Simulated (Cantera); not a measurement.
Standard-state values (1 bar) from the NASA 1993 polynomials, evaluated with Cantera. Values are per mole of reaction as written; species without (g) are pure solids or liquids, kept so even where they would boil at 1 bar. The tables' values for BOCl are old estimates.

2 Cl(g) + B2O3(g) → 2 BOCl(g) + O(g), with ΔH° = 210.0 kJ and ΔS° = 21.8 J/K at 300 K.

### Question
How far is the shortcut ΔG° ≈ ΔH°(300 K) − T·ΔS°(300 K) from the full temperature-dependent value at 1675, 1700, 1725, 1750, 1775 K?

### Answer
```json
[
 {"T (K)": "1675", "shortcut (kJ)": "173.5", "full (kJ)": "176.7", "difference (kJ)": "-3.2", "difference in log10 K": "0.10"},
 {"T (K)": "1700", "shortcut (kJ)": "173.0", "full (kJ)": "176.3", "difference (kJ)": "-3.3", "difference in log10 K": "0.10"},
 {"T (K)": "1725", "shortcut (kJ)": "172.4", "full (kJ)": "175.8", "difference (kJ)": "-3.4", "difference in log10 K": "0.10"},
 {"T (K)": "1750", "shortcut (kJ)": "171.9", "full (kJ)": "175.4", "difference (kJ)": "-3.5", "difference in log10 K": "0.11"},
 {"T (K)": "1775", "shortcut (kJ)": "171.3", "full (kJ)": "175.0", "difference (kJ)": "-3.7", "difference in log10 K": "0.11"}
]
```
The shortcut ignores the heat-capacity change of the reaction.
